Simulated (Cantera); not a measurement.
Input: 1 mol Pb, 0.47 mol CO, 1.7 mol N₂, at 55000 Pa.

Equilibrium computed with Cantera from the NASA thermochemical tables; the gas is ideal and each condensed phase is pure. Candidate condensed phases: C, Pb, PbO, PbO₂, Pb₃O₄; 27 gas species. Rates play no part. All values below are at 1202 °C.

Base state: N₂ 0.756, CO 0.209, Pb 0.0349, CO₂ 2.00e-5, Pb₂ 1.24e-5 (mole fractions); condensed: Pb(l).

**Question.** What changes in the equilibrium state with this change: 0.48 mol O₂ added?

**Answer.** 
```csv
species,before,after
N₂,0.756,0.747
CO₂,2.00e-5,0.206
Pb,0.0349,0.0349
CO,0.209,0.000498
PbO,2.68e-9,0.0116
Pb₂,1.24e-5,1.24e-5
"Pb(l), mol",0.921,0.429
"PbO(l), mol",0,0.465
```
Each liquid is taken as pure. Mutual solubility and eutectic melting of coexisting phases are not modelled. Gases not in the tables: (PbO)n polymers.
